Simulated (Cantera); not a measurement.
What does this Cantera script print?

```python
import numpy as np
import cantera as ct

gas = ct.Solution("SiF4_NH3_mec.yaml", "gas")
gas.TPX = 1275, 150000, {'NH3': 1, 'N2': 4.6}
reactor = ct.IdealGasConstPressureReactor(gas, energy="off", clone=False)
net = ct.ReactorNet([reactor])
net.rtol, net.atol = 1e-08, 1e-18
show = ['NH3', 'N2H4', 'N2H2', 'H2', 'NH2']
times = np.geomspace(1e-06, 200, 14)

steps = ct.SolutionArray(gas, extra=["t"])
rows = []
print(f"{'t/s':>10s}{'T/K':>9s}{'P/Pa':>11s}" + "".join(f"{s:>11s}" for s in show))
for t in times:
    while net.time < t:
        t_next = net.step()
        steps.append(gas.state, t=t_next)
    rows.append([np.interp(t, steps.t, y) for y in (steps.T, steps.P, *steps(*show).X.T)])
    print(f"{t:10.3e}{rows[-1][0]:9.1f}{rows[-1][1]:11.4g}" + "".join(f"{x:11.3e}" for x in rows[-1][2:]))
rate = np.gradient(steps.T, steps.t)
print("integrator steps:", len(steps.t))
if steps.T.max() > steps.T[0] + 200:
    print(f"time of steepest temperature rise: {steps.t[rate.argmax()]:.4e} s")
gas.TPX = 1275, 150000, {'NH3': 1, 'N2': 4.6}
gas.equilibrate("TP")
print(f"equilibrium (TP): T = {gas.T:.1f} K  " + "  ".join(f"{s} {gas[s].X[0]:.3e}" for s in show))
```

It prints:

```
       t/s      T/K       P/Pa        NH3       N2H4       N2H2         H2        NH2
 1.000e-06   1275.0    1.5e+05  1.786e-01  2.659e-21  4.033e-22  3.159e-12  1.361e-11
 4.351e-06   1275.0    1.5e+05  1.786e-01  3.702e-19  5.578e-20  3.232e-11  7.779e-11
 1.893e-05   1275.0    1.5e+05  1.786e-01  4.089e-17  6.206e-18  1.842e-10  3.819e-10
 8.234e-05   1275.0    1.5e+05  1.786e-01  3.380e-15  5.304e-16  8.468e-10  1.707e-09
 3.582e-04   1275.0    1.5e+05  1.786e-01  2.064e-13  3.634e-14  3.730e-09  7.473e-09
 1.558e-03   1275.0    1.5e+05  1.786e-01  7.305e-12  1.575e-12  1.628e-08  3.254e-08
 6.780e-03   1275.0    1.5e+05  1.786e-01  1.649e-10  3.969e-11  7.178e-08  1.413e-07
 2.950e-02   1275.0    1.5e+05  1.786e-01  3.173e-09  8.056e-10  3.916e-07  6.080e-07
 1.283e-01   1275.0    1.5e+05  1.786e-01  3.938e-08  1.068e-08  7.101e-06  2.140e-06
 5.583e-01   1275.0    1.5e+05  1.785e-01  5.653e-08  1.554e-08  7.930e-05  2.566e-06
 2.429e+00   1275.0    1.5e+05  1.783e-01  5.418e-08  1.494e-08  3.964e-04  2.511e-06
 1.057e+01   1275.0    1.5e+05  1.773e-01  4.640e-08  1.287e-08  1.647e-03  2.323e-06
 4.597e+01   1275.0    1.5e+05  1.741e-01  3.072e-08  8.465e-09  5.663e-03  1.888e-06
 2.000e+02   1275.0    1.5e+05  1.667e-01  1.533e-08  4.108e-09  1.512e-02  1.332e-06
integrator steps: 826
equilibrium (TP): T = 1275.0 K  NH3 1.925e-05  N2H4 1.610e-17  N2H2 6.471e-16  H2 2.272e-01  NH2 4.299e-11
```

Model: the gas-phase N/H chemistry of the illustrative SiF4/NH3 mechanism in the Surface Chemkin manual (1991), integrated in Cantera. Walls and surfaces, which speed up NH3 decomposition in real reactors, are not modelled.
